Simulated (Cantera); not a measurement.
Input (Python, Cantera) and output of one run.

```python
import numpy as np
import cantera as ct

gas_names = [...]  # 47 gases of nasa_gas.yaml made of Cl, H, N, O, Si
cond_names = """
    H2O(s) H2O(L) NH4CL(a) NH4CL(b) Si(cr) Si(L) SiO2(Lqz) SiO2(hqz) SiO2(L) Si2N2O(s) Si3N4(a)
""".split()


# ... load() reads the species with a 1 bar reference pressure and builds the phases ...
atoms = {
    'SiCl4': {'Si': 1, 'CL': 4},
    'H2O': {'H': 2, 'O': 1},
    'N2': {'N': 2},
}
top_T = {'Si2N2O(s)': 2100, 'Si3N4(a)': 2400}  # K; cautious upper limits of use, not melting points


# ... equilibrate(T, P, feed) seeds the gas with the atoms and calls Mixture.equilibrate('TP', solver="vcs", rtol=1e-11, max_steps=5000) ...
results = []
feed = {'SiCl4': 1, 'H2O': 2.2, 'N2': 1.7}  # mol
P = 13332.2  # Pa
for T in [1800, 1825, 1850, 1875, 1900, 1925, 1950, 1975, 2000, 2025, 2050, 2075]:
    mix = equilibrate(T, P, feed)
    results.append((T, P, feed, dict(zip(mix.species_names, mix.species_moles))))

top = {s: max(r[3][s] / sum(r[3][g] for g in gas_names) for r in results) for s in gas_names}
cols = sorted((s for s in top if top[s] > 0.0001), key=lambda s: -top[s])[:6]
seen = [c for c in cond_names if any(r[3].get(c, 0) > 1e-12 for r in results)]
print("log10 of partial pressures in bar; condensed amounts in mol")
print(f"{'T/K':>10s}" + "".join(f"{s[:9]:>10s}" for s in cols + seen))
for T, P, feed, n in results:
    ng = sum(n[g] for g in gas_names)
    print(f"{T:10.4g}" + "".join(f"{np.log10(max(n[s] / ng * P / 1e5, 1e-99)):10.3f}" for s in cols)
          + "".join(f"{n.get(c, 0):10.4g}" for c in seen))
```

Output:

```
log10 of partial pressures in bar; condensed amounts in mol
       T/K       HCL        N2       H2O        CL        H2         H   SiO2(L)
      1800    -1.051    -1.417    -2.347    -2.978    -3.270    -5.081         1
      1825    -1.052    -1.418    -2.348    -2.919    -3.213    -4.963         1
      1850    -1.053    -1.418    -2.348    -2.862    -3.157    -4.847         1
      1875    -1.054    -1.418    -2.348    -2.807    -3.103    -4.735    0.9999
      1900    -1.056    -1.418    -2.349    -2.753    -3.051    -4.626    0.9999
      1925    -1.057    -1.419    -2.349    -2.700    -3.000    -4.520    0.9998
      1950    -1.059    -1.419    -2.350    -2.649    -2.951    -4.416    0.9996
      1975    -1.061    -1.420    -2.350    -2.599    -2.904    -4.316    0.9994
      2000    -1.063    -1.420    -2.350    -2.550    -2.858    -4.218     0.999
      2025    -1.065    -1.421    -2.350    -2.503    -2.815    -4.123    0.9984
      2050    -1.068    -1.422    -2.349    -2.456    -2.774    -4.031    0.9974
      2075    -1.070    -1.422    -2.347    -2.409    -2.735    -3.942    0.9959
```

Cantera equilibrium calculation (NASA polynomials, part measured and part estimated; ideal gas, pure solids and liquids). The tables hold silica as quartz up to 1696 K and as liquid above; real silica turns to tridymite and cristobalite and melts near 1996 K.
